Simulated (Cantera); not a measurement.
A freely propagating, adiabatic, planar premixed flame of 7.80 % CH4, 7.80 % CO, 17.7 % O2, 66.7 % N2, unburnt at 650 K and 5.20 bar; mixture-averaged transport, grid criteria slope 0.08 and curve 0.16, no radiation.

Detailed kinetics in Cantera: GRI-Mech 3.0 (53 species, 325 reactions). Burning velocities carry a grid error of a few per cent, more on coarse grids.

x: mole fraction of selected species; z is measured from the peak of heat release.

```json
[
 {"z (mm)": "-0.234", "T (K)": "650", "u (m/s)": "1.13", "x CH4": "0.0779", "x CO": "0.0779", "x O2": "0.177", "x C2H4": "1.43e-8", "x OH": "<1e-8", "x NO2": "<1e-8"},
 {"z (mm)": "-0.156", "T (K)": "652", "u (m/s)": "1.14", "x CH4": "0.0777", "x CO": "0.0778", "x O2": "0.177", "x C2H4": "2.31e-7", "x OH": "<1e-8", "x NO2": "<1e-8"},
 {"z (mm)": "-0.117", "T (K)": "660", "u (m/s)": "1.15", "x CH4": "0.0771", "x CO": "0.0777", "x O2": "0.176", "x C2H4": "1.36e-6", "x OH": "<1e-8", "x NO2": "___"},
 {"z (mm)": "-0.0780", "T (K)": "711", "u (m/s)": "1.25", "x CH4": "0.0738", "x CO": "0.0779", "x O2": "0.172", "x C2H4": "1.41e-5", "x OH": "2.67e-7", "x NO2": "___"},
 {"z (mm)": "-0.0390", "T (K)": "1060", "u (m/s)": "1.88", "x CH4": "0.0543", "x CO": "0.0820", "x O2": "0.144", "x C2H4": "0.000177", "x OH": "3.01e-5", "x NO2": "___"},
 {"z (mm)": "-0.0195", "T (K)": "1472", "u (m/s)": "2.62", "x CH4": "0.0305", "x CO": "0.0888", "x O2": "0.106", "x C2H4": "0.000396", "x OH": "0.000302", "x NO2": "___"},
 {"z (mm)": "0", "T (K)": "1885", "u (m/s)": "3.36", "x CH4": "0.00724", "x CO": "0.0930", "x O2": "0.0601", "x C2H4": "0.000241", "x OH": "0.00235", "x NO2": "___"},
 {"z (mm)": "0.0195", "T (K)": "2077", "u (m/s)": "3.68", "x CH4": "0.000483", "x CO": "0.0817", "x O2": "0.0318", "x C2H4": "1.09e-5", "x OH": "0.00654", "x NO2": "___"},
 {"z (mm)": "0.0390", "T (K)": "2154", "u (m/s)": "3.79", "x CH4": "1.57e-5", "x CO": "0.0681", "x O2": "0.0212", "x C2H4": "1.05e-7", "x OH": "0.00854", "x NO2": "___"},
 {"z (mm)": "0.0780", "T (K)": "2243", "u (m/s)": "3.91", "x CH4": "3.07e-8", "x CO": "0.0556", "x O2": "0.0147", "x C2H4": "<1e-8", "x OH": "0.00883", "x NO2": "___"},
 {"z (mm)": "0.156", "T (K)": "2335", "u (m/s)": "4.05", "x CH4": "<1e-8", "x CO": "0.0487", "x O2": "0.0105", "x C2H4": "<1e-8", "x OH": "0.00786", "x NO2": "___"},
 {"z (mm)": "0.312", "T (K)": "2414", "u (m/s)": "4.16", "x CH4": "<1e-8", "x CO": "0.0437", "x O2": "0.00706", "x C2H4": "<1e-8", "x OH": "0.00639", "x NO2": "___"},
 {"z (mm)": "0.624", "T (K)": "2466", "u (m/s)": "4.24", "x CH4": "<1e-8", "x CO": "0.0398", "x O2": "0.00461", "x C2H4": "<1e-8", "x OH": "0.00510", "x NO2": "___"}
]
```

Task: What belongs in the gaps?

Result: 
- -0.117, x NO2: 1.93e-8
- -0.0780, x NO2: 1.45e-7
- -0.0390, x NO2: 3.82e-7
- -0.0195, x NO2: 1.42e-7
- 0, x NO2: 2.86e-8
- 0.0195, x NO2: 1.82e-8
- 0.0390, x NO2: 2.16e-8
- 0.0780, x NO2: 2.54e-8
- 0.156, x NO2: 3.10e-8
- 0.312, x NO2: 3.79e-8
- 0.624, x NO2: 4.47e-8
